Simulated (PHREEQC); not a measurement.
# Hard or scaling water (model solution)

Make-up at 25 °C: 0.1 mol CaCl2 and 0.0012 mol Na2SO4 per kg of water. Closed to the air; pH follows from the charge balance.

Equilibrium calculation in PHREEQC: ion-association model, phreeqc.dat.

Precipitation was switched off in this run.

**Question.** Estimate the specific conductance.

**Answer.** specific conductance 18500 µS/cm.

**Question.** In which forms is S present?

**Answer.** CaSO4 54 %, SO4-2 46 % of the S.

Complexes and solids missing from the database can't appear.
